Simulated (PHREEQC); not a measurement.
A solution holds 0.081 mol HF and 0.00097 mol NaF per kg of water, at 25 °C. Closed to the air; pH follows from the charge balance.

Computed with PHREEQC (ion-association model, wateq4f.dat).

Each row changes one thing in this solution. Precipitation was switched off in this run.

```json
[
 {"case": "as made", "pH": "2.20", "ionic strength (mol/kgw)": "0.00788", "HF (mol/kgw)": "0.0562", "H2F2 (mol/kgw)": "0.00825", "F- (mol/kgw)": "0.00648", "HF2- (mol/kgw)": "0.00140"},
 {"case": "NaF from 0.00097 to 0.00107 mol/kgw", "pH": "2.20", "ionic strength (mol/kgw)": "0.00794", "HF (mol/kgw)": "0.0562", "H2F2 (mol/kgw)": "0.00825", "F- (mol/kgw)": "0.00653", "HF2- (mol/kgw)": "…"},
 {"case": "NaF replaced by Na2HAsO4 at the same molality", "pH": "2.21", "ionic strength (mol/kgw)": "0.00858", "HF (mol/kgw)": "0.0554", "H2F2 (mol/kgw)": "0.00802", "F- (mol/kgw)": "0.00669", "HF2- (mol/kgw)": "0.00143"},
 {"case": "NaF from 0.00097 to 9.7e-05 mol/kgw", "pH": "2.17", "ionic strength (mol/kgw)": "0.00740", "HF (mol/kgw)": "0.0560", "H2F2 (mol/kgw)": "…", "F- (mol/kgw)": "…", "HF2- (mol/kgw)": "0.00131"},
 {"case": "HF from 0.081 to 0.0162 mol/kgw", "pH": "2.59", "ionic strength (mol/kgw)": "0.00367", "HF (mol/kgw)": "0.0125", "H2F2 (mol/kgw)": "…", "F- (mol/kgw)": "0.00350", "HF2- (mol/kgw)": "…"}
]
```

Problem. Some entries are withheld; supply them.

Solution. 
- NaF from 0.00097 to 0.00107 mol/kgw, HF2- (mol/kgw): 0.00141
- NaF from 0.00097 to 9.7e-05 mol/kgw, H2F2 (mol/kgw): 0.00819
- NaF from 0.00097 to 9.7e-05 mol/kgw, F- (mol/kgw): 0.00609
- HF from 0.081 to 0.0162 mol/kgw, H2F2 (mol/kgw): 0.000408
- HF from 0.081 to 0.0162 mol/kgw, HF2- (mol/kgw): 0.000168

wateq4f.dat counts part of the HF as a dimer, H2F2, which phreeqc.dat doesn't know; its constant is uncertain.
